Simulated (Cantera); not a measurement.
Input (Python, Cantera):

```python
import numpy as np
import cantera as ct

gas = ct.Solution("gri30.yaml")
gas.TPX = 425, 44000, {'CH4': 1, 'CO': 0.032, 'O2': 1.2, 'N2': 5.89}
flame = ct.FreeFlame(gas, width=0.071)
flame.set_refine_criteria(ratio=3, slope=0.08, curve=0.16)
flame.transport_model = "mixture-averaged"
flame.solve(loglevel=0, auto=True)
z, T = flame.grid, flame.T
thick = (T[-1] - T[0]) / np.gradient(T, z).max()
show = ['CH4', 'CO', 'O2', 'H', 'H2', 'NO']
print(f"laminar burning velocity  {flame.velocity[0] * 100:.3f} cm/s")
print(f"burnt temperature         {T[-1]:.1f} K")
print(f"thermal thickness         {thick * 1e3:.4f} mm")
print(f"grid points               {len(z)}")
z0 = z[flame.heat_release_rate.argmax()]
print(f"{'z/mm':>9s}{'T/K':>9s}{'u/(m/s)':>9s}" + "".join(f"{s:>11s}" for s in show))
rows = []
for k in (-3, -2, -1.5, -1, -0.5, -0.25, 0, 0.25, 0.5, 1, 2, 4, 8):
    zz = z0 + k * thick
    rows.append([k * thick, np.interp(zz, z, T), np.interp(zz, z, flame.velocity),
                 *(np.interp(zz, z, flame.X[gas.species_index(s)]) for s in show)])
    print(f"{rows[-1][0] * 1e3:9.3f}{rows[-1][1]:9.1f}{rows[-1][2]:9.3f}" + "".join(f"{x:11.3e}" for x in rows[-1][3:]))
```

It prints:

```
laminar burning velocity  8.941 cm/s
burnt temperature         1703.5 K
thermal thickness         4.7760 mm
grid points               111
     z/mm      T/K  u/(m/s)        CH4         CO         O2          H         H2         NO
  -14.328    426.7    0.090  1.223e-01  3.952e-03  1.468e-01  8.082e-16  5.595e-03  1.189e-11
   -9.552    437.1    0.093  1.205e-01  4.172e-03  1.452e-01  1.092e-13  1.297e-02  1.098e-10
   -7.164    464.0    0.100  1.176e-01  4.878e-03  1.426e-01  3.041e-12  2.034e-02  5.047e-10
   -4.776    581.8    0.127  1.073e-01  8.881e-03  1.325e-01  1.541e-09  3.245e-02  5.589e-09
   -2.388    947.7    0.211  7.572e-02  2.611e-02  9.620e-02  1.912e-06  4.827e-02  9.145e-08
   -1.194   1246.3    0.280  4.786e-02  4.400e-02  6.112e-02  2.724e-05  5.647e-02  2.032e-07
    0.000   1528.6    0.347  2.035e-02  6.342e-02  2.378e-02  2.293e-04  6.353e-02  3.509e-07
    1.194   1654.6    0.377  8.889e-03  7.099e-02  6.375e-03  3.931e-04  6.741e-02  5.218e-07
    2.388   1690.0    0.385  6.094e-03  7.168e-02  1.981e-03  3.108e-04  6.948e-02  6.088e-07
    4.776   1705.6    0.388  4.923e-03  7.074e-02  3.901e-04  1.578e-04  7.174e-02  6.397e-07
    9.552   1709.2    0.389  4.438e-03  6.950e-02  5.624e-05  8.253e-05  7.404e-02  6.235e-07
   19.104   1708.5    0.389  3.990e-03  6.858e-02  4.147e-06  6.787e-05  7.671e-02  5.956e-07
   38.208   1705.9    0.389  3.466e-03  6.867e-02  1.308e-07  6.718e-05  7.972e-02  5.849e-07
```

Detailed kinetics in Cantera: GRI-Mech 3.0 (53 species, 325 reactions). Burning velocities carry a grid error of a few per cent, more on coarse grids.
